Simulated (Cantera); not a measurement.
A perfectly stirred reactor is fed with CO : H2 : CH4 : O2 : N2 = 1 : 0.14 : 0.07 : 0.816 : 3.07 (molar parts), at 1700000 Pa; it is adiabatic with a 600 K inlet, and is followed from long to short residence time, starting on the burning branch (τ in s: 0.1, 0.043, 0.019, 0.0081, 0.0035, 0.0015, 0.00066, 0.00029, 0.00012, 5.4e-05, 2.3e-05, 1e-05, 4.4e-06).

Model: GRI-Mech 3.0 (53 species, 325 reactions), integrated in Cantera. The pressure lies above the range GRI-Mech 3.0 was tuned for (to about 10 atm).

What does this change do: pressure from 1700000 Pa to 190000 Pa?


```
quantity                                                                      before                               after
------------------------------------------------  ----------------------------------  ----------------------------------
blow-out, bracketed by the residence times tried  burning at 10.0 µs, out at 4.40 µs  burning at 54.0 µs, out at 23.0 µs
x(CO) at τ = 0.100 s                                                          0.0129                              0.0232
x(H2) at τ = 0.100 s                                                        0.000556                             0.00106
x(CH4) at τ = 0.100 s                                                        3.00e-8                             1.63e-7
x(C2H) at τ = 0.100 s                                                         <1e-12                              <1e-12
x(OH) at τ = 0.100 s                                                         0.00329                             0.00470
x(CO) at τ = 0.660 ms                                                         0.0189                              0.0571
x(H2) at τ = 0.660 ms                                                       0.000783                             0.00312
x(CH4) at τ = 0.660 ms                                                       3.55e-6                             1.02e-5
x(C2H) at τ = 0.660 ms                                                      2.27e-12                              <1e-12
x(OH) at τ = 0.660 ms                                                        0.00396                             0.00761
```

What does this change do: pressure from 1700000 Pa to 570000 Pa?


| quantity | before | after |
|---|---|---|
| blow-out, bracketed by the residence times tried | burning at 10.0 µs, out at 4.40 µs | burning at 23.0 µs, out at 10.0 µs |
| x(CO) at τ = 0.100 s | 0.0129 | 0.0175 |
| x(H2) at τ = 0.100 s | 0.000556 | 0.000773 |
| x(CH4) at τ = 0.100 s | 3.00e-8 | 6.96e-8 |
| x(C2H) at τ = 0.100 s | <1e-12 | <1e-12 |
| x(OH) at τ = 0.100 s | 0.00329 | 0.00395 |
| x(CO) at τ = 0.660 ms | 0.0189 | 0.0338 |
| x(H2) at τ = 0.660 ms | 0.000783 | 0.00154 |
| x(CH4) at τ = 0.660 ms | 3.55e-6 | 6.11e-6 |
| x(C2H) at τ = 0.660 ms | 2.27e-12 | 2.24e-12 |
| x(OH) at τ = 0.660 ms | 0.00396 | 0.00571 |
